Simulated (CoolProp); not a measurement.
C3F8 (R218) at 276.67 K and 8.23 MPa is throttled through a valve to 4.77 MPa with no heat exchange. Each further row changes one setting.

Computed with CoolProp (reference Helmholtz-energy equation of state, Lemmon 2006). It is a short technical equation, of lower accuracy than the large ones.

```tsv
case	temperature change (K)	final density (kg/m³)
as stated	+0.6	1470
outlet pressure 1.43 MPa	…	1440
outlet pressure 6.2 MPa	…	…
```

Q: Complete the blanks.

A: 
- outlet pressure 1.43 MPa, temperature change (K): +0.9
- outlet pressure 6.2 MPa, temperature change (K): +0.3
- outlet pressure 6.2 MPa, final density (kg/m³): 1480
